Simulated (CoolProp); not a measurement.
R1132(E) along the isotherm 395.8 K: Z from the reference equation and from simpler models built on Tc = 348.8 K, pc = 51.74 bar, ω = 0.245; each cubic takes its own stable root.

Computed with CoolProp (reference Helmholtz-energy equation of state, Akasaka 2024).

```
p (bar)  phase  reference
-------  -----  ---------
1.85       gas     0.9920
3.7        gas     0.9839
5.54       gas     0.9758
7.39       gas     0.9675
9.24       gas     0.9592
11.1       gas     0.9508
12.9       gas     0.9426
14.8       gas     0.9339
16.6       gas     0.9255
18.5       gas     0.9166
20.3       gas     0.9080
22.2       gas     0.8989
24         gas     0.8902
25.9       gas     0.8810
```

Question: How far does each simpler model (Pitzer virial, van der Waals, Redlich-Kwong, Soave-Redlich-Kwong, Peng-Robinson) lie from the reference over these 14 states: mean and median of the absolute difference, and the worst?

Answer: 
- Pitzer virial: mean 0.3 %, median 0.2 %, worst +0.9 % at 395.8 K and 25.9 bar
- van der Waals: mean 0.1 %, median 0.1 %, worst +0.1 % at 395.8 K and 12.9 bar
- Redlich-Kwong: mean 0.4 %, median 0.3 %, worst -0.7 % at 395.8 K and 25.9 bar
- Soave-Redlich-Kwong: mean 0.2 %, median 0.1 %, worst +0.4 % at 395.8 K and 25.9 bar
- Peng-Robinson: mean 0.8 %, median 0.8 %, worst -1.4 % at 395.8 K and 25.9 bar
